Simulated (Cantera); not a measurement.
Feed: 1 mol Si, 0.87 mol H₂, held at 698.15 K and 1.00 bar.

Equilibrium computed with Cantera from the NASA thermochemical tables; the gas is ideal and each condensed phase is pure. Candidate condensed phases: Si; 9 gas species. Equilibrium is a limit: real reactors are often held back by kinetics, nucleation or transport.

Base state: H₂ 1.00 (mole fractions); condensed: Si(s).

Task: What changes in the equilibrium state with this change: Si replaced by SiCl₄?

Result: 
| species | before | after |
|---|---|---|
| SiCl₄ | 0 | 0.528 |
| H₂ | 1.00 | 0.458 |
| HCl | 0 | 0.00693 |
| SiHCl₃ | 0 | 0.00692 |
| Si(s), mol | 1.00 | 0 |
